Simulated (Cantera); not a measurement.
An isothermal, constant-pressure homogeneous reactor starts with 88.5 % N2O, 11.5 % H2O, at 1173 K and 20.0 Torr.

Model: GRI-Mech 3.0 (53 species, 325 reactions), integrated in Cantera. GRI-Mech 3.0 was tuned for natural gas; its chemistry of N2O as a main component is partial and can be far from experiment. Radical loss at walls, strong at low pressure, is not modelled. The mechanism lacks the step 2 NO + O2 → 2 NO2, which can matter for NO2 below about 1400 K. The temperature is held fixed by assumption; the heat of reaction is taken as removed at once.

x: mole fraction; the columns are a selection and need not sum to one.

```tsv
t (s)	x N2O	x H2O	x NO	x H	x H2O2	x O
3.00e-6	0.885	0.115	2.08e-11	<1e-12	<1e-12	2.02e-8
9.22e-6	0.885	0.115	1.94e-10	<1e-12	<1e-12	6.13e-8
2.83e-5	0.885	0.115	1.79e-9	<1e-12	<1e-12	1.81e-7
8.70e-5	0.885	0.115	1.56e-8	<1e-12	<1e-12	4.97e-7
0.000267	0.885	0.115	1.19e-7	1.32e-11	<1e-12	1.11e-6
0.000821	0.885	0.115	6.66e-7	1.34e-10	1.59e-12	1.61e-6
0.00252	0.885	0.115	?	5.56e-10	7.86e-11	1.67e-6
0.00775	0.885	0.115	8.54e-6	1.68e-9	4.60e-9	1.67e-6
0.0238	0.884	0.115	2.60e-5	3.20e-9	1.17e-7	1.67e-6
0.0731	0.884	0.115	7.27e-5	3.59e-9	1.63e-7	1.67e-6
0.225	0.881	0.115	0.000196	3.72e-9	1.04e-7	1.66e-6
0.690	0.871	0.114	0.000559	3.37e-9	6.15e-8	1.60e-6
2.12	0.844	0.113	0.00176	2.86e-9	2.71e-8	1.50e-6
6.51	?	0.110	?	2.63e-9	?	1.41e-6
20.0	0.588	0.103	0.0142	2.82e-9	4.37e-9	1.33e-6
```

Complete the blanks.


- 0.00252, x NO: 2.60e-6
- 6.51, x N2O: 0.769
- 6.51, x NO: 0.00539
- 6.51, x H2O2: 9.60e-9
